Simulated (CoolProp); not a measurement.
Vapour-liquid equilibrium of 1-butene (1) + n-butane (2) at 337.9 K; x and y are mole fractions of (1).

Model: multi-fluid Helmholtz-energy mixture model, Lemmon 2005 and Bücker 2006; pair parameters Bell 2016, in CoolProp.

```json
[
 {"x": "0.05", "bubble pressure (MPa)": "0.7228", "y at the bubble point": "0.058", "dew pressure at overall composition x (MPa)": "0.7218", "liquid density (mol/L)": "9.016"},
 {"x": "0.125", "bubble pressure (MPa)": "0.7338", "y at the bubble point": "0.143", "dew pressure at overall composition x (MPa)": "0.7315", "liquid density (mol/L)": "9.052"},
 {"x": "0.2", "bubble pressure (MPa)": "0.7450", "y at the bubble point": "0.226", "dew pressure at overall composition x (MPa)": "0.7415", "liquid density (mol/L)": "9.089"},
 {"x": "0.275", "bubble pressure (MPa)": "0.7562", "y at the bubble point": "0.307", "dew pressure at overall composition x (MPa)": "0.7518", "liquid density (mol/L)": "9.125"},
 {"x": "0.35", "bubble pressure (MPa)": "0.7675", "y at the bubble point": "0.386", "dew pressure at overall composition x (MPa)": "0.7623", "liquid density (mol/L)": "9.162"},
 {"x": "0.425", "bubble pressure (MPa)": "0.7786", "y at the bubble point": "0.462", "dew pressure at overall composition x (MPa)": "0.7731", "liquid density (mol/L)": "9.199"},
 {"x": "0.5", "bubble pressure (MPa)": "0.7895", "y at the bubble point": "0.537", "dew pressure at overall composition x (MPa)": "0.7841", "liquid density (mol/L)": "9.237"},
 {"x": "0.575", "bubble pressure (MPa)": "0.8001", "y at the bubble point": "0.610", "dew pressure at overall composition x (MPa)": "0.7950", "liquid density (mol/L)": "9.275"},
 {"x": "0.65", "bubble pressure (MPa)": "0.8104", "y at the bubble point": "0.681", "dew pressure at overall composition x (MPa)": "0.8060", "liquid density (mol/L)": "9.315"},
 {"x": "0.725", "bubble pressure (MPa)": "0.8202", "y at the bubble point": "0.750", "dew pressure at overall composition x (MPa)": "0.8167", "liquid density (mol/L)": "9.355"},
 {"x": "0.8", "bubble pressure (MPa)": "0.8296", "y at the bubble point": "0.819", "dew pressure at overall composition x (MPa)": "0.8271", "liquid density (mol/L)": "9.397"},
 {"x": "0.875", "bubble pressure (MPa)": "0.8385", "y at the bubble point": "0.887", "dew pressure at overall composition x (MPa)": "0.8369", "liquid density (mol/L)": "9.440"},
 {"x": "0.95", "bubble pressure (MPa)": "0.8467", "y at the bubble point": "0.955", "dew pressure at overall composition x (MPa)": "0.8462", "liquid density (mol/L)": "9.484"}
]
```

No azeotrope shows between x = 0.05 and 0.95.

The pair parameters rest on a limited set of measurements; away from them the model extrapolates.
